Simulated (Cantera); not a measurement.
What does this Cantera script print?

```python
import numpy as np
import cantera as ct

gas = ct.Solution("h2o2.yaml")
gas.TPX = 425, 33000, {'H2': 1, 'O2': 0.208, 'N2': 0.783}
flame = ct.FreeFlame(gas, width=0.087)
flame.set_refine_criteria(ratio=3, slope=0.08, curve=0.16)
flame.transport_model = "mixture-averaged"
flame.solve(loglevel=0, auto=True)
z, T = flame.grid, flame.T
thick = (T[-1] - T[0]) / np.gradient(T, z).max()
show = ['H2', 'O2', 'O', 'H2O', 'HO2', 'H2O2']
print(f"laminar burning velocity  {flame.velocity[0] * 100:.3f} cm/s")
print(f"burnt temperature         {T[-1]:.1f} K")
print(f"thermal thickness         {thick * 1e3:.4f} mm")
print(f"grid points               {len(z)}")
z0 = z[flame.heat_release_rate.argmax()]
print(f"{'z/mm':>9s}{'T/K':>9s}{'u/(m/s)':>9s}" + "".join(f"{s:>11s}" for s in show))
rows = []
for k in (-3, -2, -1.5, -1, -0.5, -0.25, 0, 0.25, 0.5, 1, 2, 4, 8):
    zz = z0 + k * thick
    rows.append([k * thick, np.interp(zz, z, T), np.interp(zz, z, flame.velocity),
                 *(np.interp(zz, z, flame.X[gas.species_index(s)]) for s in show)])
    print(f"{rows[-1][0] * 1e3:9.3f}{rows[-1][1]:9.1f}{rows[-1][2]:9.3f}" + "".join(f"{x:11.3e}" for x in rows[-1][3:]))
```

Result:

```
laminar burning velocity  430.365 cm/s
burnt temperature         2014.2 K
thermal thickness         1.7440 mm
grid points               141
     z/mm      T/K  u/(m/s)         H2         O2          O        H2O        HO2       H2O2
   -5.232    425.0    4.304  5.023e-01  1.045e-01  1.449e-15  3.361e-14  4.606e-14 -6.577e-16
   -3.488    425.0    4.304  5.023e-01  1.045e-01  1.291e-13  2.811e-12  4.755e-12  1.397e-14
   -2.616    425.0    4.304  5.023e-01  1.045e-01  5.560e-12  1.248e-10  2.542e-10  8.192e-13
   -1.744    425.0    4.304  5.023e-01  1.045e-01  7.833e-10  2.472e-08  6.112e-08  2.485e-10
   -0.872    444.5    4.483  4.995e-01  1.045e-01  6.466e-06  6.696e-04  1.451e-04  5.834e-06
   -0.436    681.0    6.712  4.687e-01  9.822e-02  1.659e-04  1.992e-02  7.744e-05  1.129e-05
    0.000   1066.5   10.226  3.727e-01  6.456e-02  2.062e-03  9.490e-02  2.690e-05  3.997e-07
    0.436   1315.4   12.555  2.848e-01  1.369e-02  1.876e-03  1.927e-01  5.390e-06  1.958e-07
    0.872   1412.7   13.434  2.696e-01  1.693e-03  6.908e-04  2.171e-01  6.277e-07  1.116e-07
    1.744   1507.2   14.244  2.751e-01  2.024e-04  4.719e-04  2.213e-01  7.227e-08  9.810e-08
    3.488   1610.0   15.103  2.847e-01  1.384e-04  3.893e-04  2.230e-01  4.765e-08  7.798e-08
    6.976   1713.4   15.946  2.947e-01  9.468e-05  2.763e-04  2.250e-01  3.277e-08  4.990e-08
   13.952   1807.3   16.696  3.038e-01  5.481e-05  1.651e-04  2.271e-01  2.028e-08  2.701e-08
```

Computed with Cantera and the H2/O2 subset of GRI-Mech 3.0, which has no nitrogen chemistry. Burning velocities carry a grid error of a few per cent, more on coarse grids.
